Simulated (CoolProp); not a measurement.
Hexamethyldisiloxane (MM) along the isobar 2.25 MPa: Z from the reference equation and from simpler models built on Tc = 245.6 °C, pc = 1.931 MPa, ω = 0.418; each cubic takes its own stable root.

Model: reference Helmholtz-energy equation of state, Thol 2016, in CoolProp.

```tsv
T (°C)	phase	reference
101.65	liquid	0.1724
126.15	liquid	0.1691
150.65	liquid	0.1675
175.15	liquid	0.1679
199.75	liquid	0.1713
224.25	liquid	0.1806
248.75	supercritical	0.2177
273.25	supercritical	0.5429
297.85	supercritical	0.6608
322.35	supercritical	0.7316
346.85	supercritical	0.7821
```

Question: How far does each simpler model (Redlich-Kwong, Peng-Robinson) lie from the reference over these 11 states: mean and median of the absolute difference, and the worst?

Answer: 
- Redlich-Kwong: mean 12.8 %, median 13.5 %, worst +22.5 % at 248.75 °C and 2.25 MPa
- Peng-Robinson: mean 4.1 %, median 3.4 %, worst +13.8 % at 248.75 °C and 2.25 MPa
